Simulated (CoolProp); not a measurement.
Saturated liquid density (kg/m³) of isopentane: the reference equation beside estimates from Tc = 187.2 °C, pc = 33.78 bar, ω = 0.227. Rackett uses Z = 0.29056 − 0.08775 ω.

The numbers come from the reference Helmholtz-energy equation of state, Lemmon 2006 in CoolProp. It is a short technical equation, of lower accuracy than the large ones.

| T (°C) | reference | Rackett | Peng-Robinson |
|---|---|---|---|
| -31.95 | 669.8 | 677.4 | 700.6 |
| -27.05 | [?] | 672.8 | 696.6 |
| -22.05 | 660.6 | [?] | 692.3 |
| -17.15 | 656.0 | 663.4 | [?] |
| -12.25 | 651.4 | 658.6 | 683.7 |
| -7.25 | 646.7 | [?] | [?] |
| -2.35 | 642.0 | 648.9 | 674.5 |
| 2.65 | 637.2 | 643.9 | 669.7 |
| 7.55 | 632.4 | 639.0 | 664.8 |
| 12.45 | 627.6 | [?] | 659.8 |

### Question
What belongs in the gaps?

### Answer

- -27.05, reference: 665.3
- -22.05, Rackett: 668.1
- -17.15, Peng-Robinson: 688.1
- -7.25, Rackett: 653.8
- -7.25, Peng-Robinson: 679.1
- 12.45, Rackett: 634.0

Absolute difference from the reference over all 10 rows, mean and median: Rackett 1.1 and 1.1 %, Peng-Robinson 4.9 and 5.0 %.
